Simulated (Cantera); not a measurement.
What does this Cantera script print?

```python
import numpy as np
import cantera as ct

gas_names = """
    H HNO HNO2 HNO3 HO2 H2 H2O H2O2 N NH NH2 NH3 NH2OH NO NO2 NO3 N2 N2H2 N2H4 N2O O OH O2 O3 Si SiH
    SiH2 SiH3 SiH4 SiN SiO SiO2 Si2 Si2N Si3
""".split()
cond_names = """
    H2O(s) H2O(L) Si(cr) Si(L) SiO2(Lqz) SiO2(hqz) SiO2(L) Si2N2O(s) Si3N4(a)
""".split()


# ... load() reads the species with a 1 bar reference pressure and builds the phases ...
atoms = {
    'Si3N4': {'Si': 3, 'N': 4},
    'H2O': {'H': 2, 'O': 1},
    'N2': {'N': 2},
}
top_T = {'Si2N2O(s)': 2100, 'Si3N4(a)': 2400}  # K; cautious upper limits of use, not melting points


# ... equilibrate(T, P, feed) seeds the gas with the atoms and calls Mixture.equilibrate('TP', solver="vcs", rtol=1e-11, max_steps=5000) ...
results = []
feed = {'Si3N4': 1, 'H2O': 0.037, 'N2': 28}  # mol
P = 13332.2  # Pa
for T in [1348, 1423, 1498, 1573, 1648, 1723, 1798, 1873, 1948, 2023, 2098, 2173]:
    mix = equilibrate(T, P, feed)
    results.append((T, P, feed, dict(zip(mix.species_names, mix.species_moles))))
    x = sorted(zip(gas.X, gas.species_names), reverse=True)
    print(f"T = {T:g} K  P = {P:g} Pa  gas = {mix.phase_moles(0):.4g} mol")
    print("   x: " + "  ".join(f"{s} {v:.3e}" for v, s in x if v > 1e-05))
    print("   condensed (mol): " + ("  ".join(f"{mix.phase(i).name} {mix.phase_moles(i):.4g}"
          for i in range(1, mix.n_phases) if mix.phase_moles(i) > 1e-12) or "none"))
```

It prints:

```
T = 1348 K  P = 13332.2 Pa  gas = 28.05 mol
   x: N2 9.987e-01  H2 1.319e-03
   condensed (mol): Si2N2O(s) 0.037  Si3N4(a) 0.9753
T = 1423 K  P = 13332.2 Pa  gas = 28.05 mol
   x: N2 9.987e-01  H2 1.319e-03
   condensed (mol): Si2N2O(s) 0.037  Si3N4(a) 0.9753
T = 1498 K  P = 13332.2 Pa  gas = 28.05 mol
   x: N2 9.987e-01  H2 1.318e-03
   condensed (mol): Si2N2O(s) 0.03699  Si3N4(a) 0.9753
T = 1573 K  P = 13332.2 Pa  gas = 28.05 mol
   x: N2 9.987e-01  H2 1.317e-03
   condensed (mol): Si2N2O(s) 0.03689  Si3N4(a) 0.9754
T = 1648 K  P = 13332.2 Pa  gas = 28.05 mol
   x: N2 9.986e-01  H2 1.315e-03  SiO 2.912e-05
   condensed (mol): Si2N2O(s) 0.03618  Si3N4(a) 0.9756
T = 1723 K  P = 13332.2 Pa  gas = 28.06 mol
   x: N2 9.985e-01  H2 1.310e-03  SiO 1.802e-04  H 1.807e-05
   condensed (mol): Si2N2O(s) 0.03194  Si3N4(a) 0.977
T = 1798 K  P = 13332.2 Pa  gas = 28.09 mol
   x: N2 9.977e-01  H2 1.300e-03  SiO 9.538e-04  H 3.477e-05
   condensed (mol): Si2N2O(s) 0.01021  Si3N4(a) 0.9842
T = 1873 K  P = 13332.2 Pa  gas = 28.1 mol
   x: N2 9.973e-01  SiO 1.317e-03  H2 1.285e-03  H 6.336e-05  Si 2.320e-05
   condensed (mol): Si3N4(a) 0.9874
T = 1948 K  P = 13332.2 Pa  gas = 28.11 mol
   x: N2 9.972e-01  SiO 1.316e-03  H2 1.261e-03  Si 1.258e-04  H 1.099e-04  SiN 1.356e-05  Si2N 1.351e-05
   condensed (mol): Si3N4(a) 0.9861
T = 2023 K  P = 13332.2 Pa  gas = 30.09 mol
   x: N2 9.969e-01  SiO 1.230e-03  H2 1.140e-03  Si 4.267e-04  H 1.756e-04  Si2N 4.932e-05  SiN 3.837e-05
   condensed (mol): Si(L) 2.946
T = 2098 K  P = 13332.2 Pa  gas = 30.11 mol
   x: N2 9.962e-01  SiO 1.229e-03  H2 1.086e-03  Si 9.796e-04  H 2.778e-04  Si2N 8.945e-05  SiN 7.438e-05  Si2 1.271e-05
   condensed (mol): Si(L) 2.925
T = 2173 K  P = 13332.2 Pa  gas = 30.15 mol
   x: N2 9.949e-01  Si 2.122e-03  SiO 1.227e-03  H2 1.011e-03  H 4.202e-04  Si2N 1.554e-04  SiN 1.376e-04  Si2 3.220e-05  SiH 1.150e-05
   condensed (mol): Si(L) 2.883
```

Cantera equilibrium calculation (NASA polynomials, part measured and part estimated; ideal gas, pure solids and liquids). Mutual solubility and eutectic melting of coexisting phases are not modelled. The tables' values for SiN are old estimates; treat these amounts as uncertain.
